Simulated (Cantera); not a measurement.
A perfectly stirred reactor is fed with CH4 : O2 : N2 = 1 : 4 : 15 (molar parts), equivalence ratio 0.50, at 2550 Torr; it is adiabatic with a 625 K inlet, and is followed from long to short residence time, starting on the burning branch (τ in s: 0.032, 0.01, 0.0033, 0.001, 0.00033, 0.0001, 3.3e-05, 1e-05, 3.3e-06).

Model: GRI-Mech 3.0 (53 species, 325 reactions), integrated in Cantera.

Question: What does this change do: N2 15 to 23 parts?

Answer: 
```json
[
 {"quantity": "blow-out, bracketed by the residence times tried", "before": "burning at 0.330 ms, out at 0.100 ms", "after": "burning at 10.0 ms, out at 3.30 ms"},
 {"quantity": "x(CH4) at τ = 32.0 ms", "before": "1.74e-5", "after": "6.56e-5"},
 {"quantity": "x(O2) at τ = 32.0 ms", "before": "0.1000", "after": "0.0718"},
 {"quantity": "x(H) at τ = 32.0 ms", "before": "3.50e-6", "after": "2.22e-6"},
 {"quantity": "x(HCN) at τ = 32.0 ms", "before": "3.91e-9", "after": "1.94e-9"},
 {"quantity": "x(OH) at τ = 32.0 ms", "before": "0.000618", "after": "0.000151"},
 {"quantity": "x(CH4) at τ = 0.330 ms", "before": "0.000457", "after": "0.0357"},
 {"quantity": "x(O2) at τ = 0.330 ms", "before": "0.104", "after": "0.143"},
 {"quantity": "x(H) at τ = 0.330 ms", "before": "0.000194", "after": "<1e-12"},
 {"quantity": "x(HCN) at τ = 0.330 ms", "before": "2.42e-8", "after": "<1e-12"},
 {"quantity": "x(OH) at τ = 0.330 ms", "before": "0.00174", "after": "<1e-12"}
]
```

Question: What does this change do: O2 4 to 3.1 parts?

Answer: 
| quantity | before | after |
|---|---|---|
| blow-out, bracketed by the residence times tried | burning at 0.330 ms, out at 0.100 ms | burning at 0.330 ms, out at 0.100 ms |
| x(CH4) at τ = 32.0 ms | 1.74e-5 | 1.49e-5 |
| x(O2) at τ = 32.0 ms | 0.1000 | 0.0576 |
| x(H) at τ = 32.0 ms | 3.50e-6 | 7.15e-6 |
| x(HCN) at τ = 32.0 ms | 3.91e-9 | 9.53e-9 |
| x(OH) at τ = 32.0 ms | 0.000618 | 0.000733 |
| x(CH4) at τ = 0.330 ms | 0.000457 | 0.000366 |
| x(O2) at τ = 0.330 ms | 0.104 | 0.0614 |
| x(H) at τ = 0.330 ms | 0.000194 | 0.000376 |
| x(HCN) at τ = 0.330 ms | 2.42e-8 | 9.74e-8 |
| x(OH) at τ = 0.330 ms | 0.00174 | 0.00213 |
